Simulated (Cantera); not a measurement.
Input: 1 mol SiHCl3, 500 mol H2.

Equilibrium computed with Cantera from the NASA thermochemical tables; the gas is ideal and each condensed phase is pure. Candidate condensed phases: Si; 19 gas species. The tables' values for SiCl3 are old estimates. The numbers say what is thermodynamically allowed, not how fast it happens.

Question: What condenses at these points (T in K, P in Pa): (1823, 400); (1623, 13000); (1823, 790); (2623, 6300); (2023, 200)?

Answer: 
| T (K) | P in Pa | condensed phases | Si condensed (%) |
|---|---|---|---|
| 1823 | 400 | Si | 31.3 |
| 1623 | 13000 | Si | 93.7 |
| 1823 | 790 | Si | 60.8 |
| 2623 | 6300 | gas only | 0.0 |
| 2023 | 200 | gas only | 0.0 |
